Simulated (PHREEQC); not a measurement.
Acid mine or pickling water (model solution)

Synthetic water in mmol/kgw, 5 °C, pH 4.11, pe 8.6: Na 85.2; K 2.1; Ca 5.78; Mg 2.69; Cl 36.1; S(6) 32.5; O(0) (counted as O atoms) 0.0244.

Valence states are taken as typed.

The numbers come from PHREEQC with the ion-association model, wateq4f.dat.

Precipitation was switched off in this run.

Task: Predict the ionic strength, charge-balance error.

Result: ionic strength 0.125 mol/kgw; charge-balance error 1.8 %.

Task: In which forms is Mg present?

Result: Mg+2 68 %, MgSO4 32 % of the Mg.

Constants without temperature data keep their 25 °C values here.
